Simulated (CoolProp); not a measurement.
A single-stage vapour-compression cycle with R227EA: evaporating at 295.15 K (dew point), condensing at 347.15 K (bubble point), superheat 8 K, subcooling 0 K, compressor efficiency 0.8, no pressure losses. Each further row changes one setting.

Model: reference Helmholtz-energy equation of state, Lemmon 2016, in CoolProp.

```tsv
case	cooling COP	pressure ratio	discharge temperature (K)	refrigerating effect (kJ/kg)	volumetric capacity (kJ/m³)
as stated	2.57	3.93	347.3	53.9	1700
evaporating temperature 300.15 K	3.06	3.37	348.0	57.1	2100
condensing temperature 342.15 K	3.13	3.51	342.6	60.9	1930
subcooling 5 K	2.91	3.93	347.3	61.1	1930
superheat 18 K	2.80	3.93	355.6	62.7	1890
compressor efficiency 0.7	2.25	3.93	349.6	53.9	1700
```
